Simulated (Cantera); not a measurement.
Cantera run, input and output.

```python
import numpy as np
import cantera as ct

gas = ct.Solution("gri30.yaml")
gas.TPX = 1575, 270000, {'C2H4': 1, 'O2': 1.88, 'N2': 7.05, 'H2O': 1.1}
reactor = ct.IdealGasConstPressureReactor(gas, energy="on", clone=False)
net = ct.ReactorNet([reactor])
net.rtol, net.atol = 1e-08, 1e-16
show = ['C2H4', 'O2', 'H2O', 'CO', 'HCN']
times = np.geomspace(3e-06, 0.4, 10)

steps = ct.SolutionArray(gas, extra=["t"])
rows = []
print(f"{'t/s':>10s}{'T/K':>9s}{'P/Pa':>11s}" + "".join(f"{s:>11s}" for s in show))
for t in times:
    while net.time < t:
        t_next = net.step()
        steps.append(gas.state, t=t_next)
    rows.append([np.interp(t, steps.t, y) for y in (steps.T, steps.P, *steps(*show).X.T)])
    print(f"{t:10.3e}{rows[-1][0]:9.1f}{rows[-1][1]:11.4g}" + "".join(f"{x:11.3e}" for x in rows[-1][2:]))
rate = np.gradient(steps.T, steps.t)
print("integrator steps:", len(steps.t))
if steps.T.max() > steps.T[0] + 200:
    print(f"time of steepest temperature rise: {steps.t[rate.argmax()]:.4e} s")
gas.TPX = 1575, 270000, {'C2H4': 1, 'O2': 1.88, 'N2': 7.05, 'H2O': 1.1}
gas.equilibrate("HP")
print(f"equilibrium (HP): T = {gas.T:.1f} K  " + "  ".join(f"{s} {gas[s].X[0]:.3e}" for s in show))
```

Result:

```
       t/s      T/K       P/Pa       C2H4         O2        H2O         CO        HCN
 3.000e-06   1575.0    2.7e+05  9.061e-02  1.704e-01  9.973e-02  1.124e-05  5.657e-15
 1.113e-05   2664.2    2.7e+05  2.992e-07  9.161e-03  1.698e-01  1.348e-01  5.408e-05
 4.130e-05   2786.4    2.7e+05  9.493e-20  2.329e-03  1.674e-01  1.183e-01  5.569e-09
 1.533e-04   2836.4    2.7e+05  2.146e-19  1.595e-03  1.715e-01  1.185e-01  1.863e-08
 5.687e-04   2832.9    2.7e+05  2.323e-19  1.492e-03  1.713e-01  1.188e-01  3.798e-08
 2.110e-03   2829.6    2.7e+05  2.409e-19  1.437e-03  1.710e-01  1.189e-01  5.087e-08
 7.830e-03   2829.5    2.7e+05  2.411e-19  1.436e-03  1.710e-01  1.189e-01  5.115e-08
 2.905e-02   2829.5    2.7e+05  2.411e-19  1.436e-03  1.710e-01  1.189e-01  5.115e-08
 1.078e-01   2829.5    2.7e+05  2.411e-19  1.436e-03  1.710e-01  1.189e-01  5.115e-08
 4.000e-01   2829.5    2.7e+05  2.411e-19  1.436e-03  1.710e-01  1.189e-01  5.115e-08
integrator steps: 1490
time of steepest temperature rise: 9.3927e-06 s
equilibrium (HP): T = 2829.5 K  C2H4 2.587e-19  O2 1.436e-03  H2O 1.710e-01  CO 1.189e-01  HCN 5.115e-08
```

Computed with Cantera and GRI-Mech 3.0 (53 species, 325 reactions). GRI-Mech 3.0 was tuned for natural gas; its chemistry of ethylene as a main component is partial and can be far from experiment.
